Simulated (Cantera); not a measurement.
What does this Cantera script print?

```python
import numpy as np
import cantera as ct

gas = ct.Solution("gri30.yaml")
gas.TPX = 1125, 101325, {'CO': 0.0094, 'O2': 0.0063, 'H2O': 0.079, 'N2': 1}
reactor = ct.IdealGasConstPressureReactor(gas, energy="off", clone=False)
net = ct.ReactorNet([reactor])
net.rtol, net.atol = 1e-08, 1e-18
show = ['CO', 'O2', 'H2O', 'NO', 'H', 'OH', 'HO2']
times = np.geomspace(0.0004, 10, 15)

steps = ct.SolutionArray(gas, extra=["t"])
rows = []
print(f"{'t/s':>10s}{'T/K':>9s}{'P/Pa':>11s}" + "".join(f"{s:>11s}" for s in show))
for t in times:
    while net.time < t:
        t_next = net.step()
        steps.append(gas.state, t=t_next)
    rows.append([np.interp(t, steps.t, y) for y in (steps.T, steps.P, *steps(*show).X.T)])
    print(f"{t:10.3e}{rows[-1][0]:9.1f}{rows[-1][1]:11.4g}" + "".join(f"{x:11.3e}" for x in rows[-1][2:]))
rate = np.gradient(steps.T, steps.t)
print("integrator steps:", len(steps.t))
if steps.T.max() > steps.T[0] + 200:
    print(f"time of steepest temperature rise: {steps.t[rate.argmax()]:.4e} s")
gas.TPX = 1125, 101325, {'CO': 0.0094, 'O2': 0.0063, 'H2O': 0.079, 'N2': 1}
gas.equilibrate("TP")
print(f"equilibrium (TP): T = {gas.T:.1f} K  " + "  ".join(f"{s} {gas[s].X[0]:.3e}" for s in show))
```

Output:

```
       t/s      T/K       P/Pa         CO         O2        H2O         NO          H         OH        HO2
 4.000e-04   1125.0  1.013e+05  8.587e-03  5.755e-03  7.217e-02  1.648e-19  2.064e-10  2.153e-10  1.582e-10
 8.245e-04   1125.0  1.013e+05  8.587e-03  5.755e-03  7.217e-02  1.032e-18  1.001e-09  9.803e-10  1.267e-09
 1.700e-03   1125.0  1.013e+05  8.587e-03  5.755e-03  7.217e-02  3.047e-17  1.340e-08  1.294e-08  2.140e-08
 3.503e-03   1125.0  1.013e+05  8.568e-03  5.746e-03  7.216e-02  4.672e-13  2.118e-06  2.205e-06  2.250e-06
 7.221e-03   1125.0  1.013e+05  5.127e-03  4.320e-03  7.154e-02  1.205e-08  1.324e-04  8.289e-05  3.283e-06
 1.489e-02   1125.0  1.013e+05  1.226e-03  2.262e-03  7.198e-02  3.513e-08  4.797e-05  5.273e-05  1.615e-06
 3.068e-02   1125.0  1.013e+05  2.616e-04  1.659e-03  7.231e-02  3.889e-08  8.189e-06  2.613e-05  8.763e-07
 6.325e-02   1125.0  1.013e+05  5.929e-05  1.513e-03  7.243e-02  3.920e-08  1.080e-06  1.223e-05  3.952e-07
 1.304e-01   1125.0  1.013e+05  1.395e-05  1.478e-03  7.246e-02  3.897e-08  1.402e-07  6.084e-06  1.288e-07
 2.687e-01   1125.0  1.013e+05  3.002e-06  1.470e-03  7.247e-02  3.883e-08  1.788e-08  3.275e-06  3.257e-08
 5.539e-01   1125.0  1.013e+05  5.363e-07  1.468e-03  7.248e-02  3.907e-08  2.169e-09  1.844e-06  7.045e-09
 1.142e+00   1125.0  1.013e+05  7.520e-08  1.468e-03  7.248e-02  3.941e-08  2.798e-10  1.088e-06  1.526e-09
 2.354e+00   1125.0  1.013e+05  9.219e-09  1.468e-03  7.248e-02  3.957e-08  5.044e-11  6.872e-07  4.427e-10
 4.851e+00   1125.0  1.013e+05  2.018e-09  1.468e-03  7.248e-02  3.962e-08  1.510e-11  4.726e-07  2.081e-10
 1.000e+01   1125.0  1.013e+05  1.015e-09  1.468e-03  7.248e-02  3.963e-08  6.858e-12  3.569e-07  1.429e-10
integrator steps: 1543
equilibrium (TP): T = 1125.0 K  CO 5.978e-10  O2 1.463e-03  H2O 7.248e-02  NO 9.613e-06  H 3.003e-12  OH 2.483e-07  HO2 1.135e-10
```

Cantera simulation using GRI-Mech 3.0 (53 species, 325 reactions); the numbers are that mechanism's predictions, not measurements.
